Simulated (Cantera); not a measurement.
Cantera run:

```python
import numpy as np
import cantera as ct

gas_names = """
    CL CL2 H HCL H2 Si SiCL SiCL2 SiCL3 SiCL4 SiH SiHCL3 SiH2 SiH2CL2 SiH3 SiH3CL SiH4 Si2 Si3
""".split()
cond_names = """
    Si(cr) Si(L)
""".split()


# ... load() reads the species with a 1 bar reference pressure and builds the phases ...
atoms = {
    'SiCl4': {'Si': 1, 'CL': 4},
    'Cl2': {'CL': 2},
    'H2': {'H': 2},
}
top_T = {}  # K; cautious upper limits of use, not melting points


# ... equilibrate(T, P, feed) seeds the gas with the atoms and calls Mixture.equilibrate('TP', solver="vcs", rtol=1e-11, max_steps=5000) ...
results = []
feed = {'SiCl4': 1, 'Cl2': 1.1, 'H2': 7.9}  # mol
T = 1373.15  # K
for P in [10000, 23000, 51000, 120000, 260000, 590000, 1300000, 3000000]:
    mix = equilibrate(T, P, feed)
    results.append((T, P, feed, dict(zip(mix.species_names, mix.species_moles))))

top = {s: max(r[3][s] / sum(r[3][g] for g in gas_names) for r in results) for s in gas_names}
cols = sorted((s for s in top if top[s] > 0.0001), key=lambda s: -top[s])[:9]
seen = [c for c in cond_names if any(r[3].get(c, 0) > 1e-12 for r in results)]
print("log10 of partial pressures in bar; condensed amounts in mol")
print(f"{'P/Pa':>10s}" + "".join(f"{s[:9]:>10s}" for s in cols + seen))
for T, P, feed, n in results:
    ng = sum(n[g] for g in gas_names)
    print(f"{P:10.4g}" + "".join(f"{np.log10(max(n[s] / ng * P / 1e5, 1e-99)):10.3f}" for s in cols)
          + "".join(f"{n.get(c, 0):10.4g}" for c in seen))
```

Output:

```
log10 of partial pressures in bar; condensed amounts in mol
      P/Pa        H2       HCL     SiCL4     SiCL2     SiCL3    SiHCL3   SiH2CL2
     1e+04    -1.207    -1.549    -2.294    -2.638    -2.799    -3.151    -4.837
   2.3e+04    -0.835    -1.213    -1.852    -2.497    -2.507    -2.673    -4.324
   5.1e+04    -0.482    -0.886    -1.455    -2.400    -2.260    -2.250    -3.874
   1.2e+05    -0.105    -0.528    -1.048    -2.332    -2.023    -1.824    -3.430
   2.6e+05     0.233    -0.200    -0.692    -2.294    -1.826    -1.458    -3.053
   5.9e+05     0.591     0.151    -0.324    -2.270    -1.629    -1.083    -2.671
   1.3e+06     0.935     0.491     0.027    -2.256    -1.447    -0.728    -2.313
     3e+06     1.298     0.853     0.395    -2.246    -1.258    -0.357    -1.940
```

These are equilibrium values from Cantera (NASA tables, ideal gas, pure condensed phases), not measurements of a reactor. The tables' values for SiCl3 are old estimates; treat these amounts as uncertain.
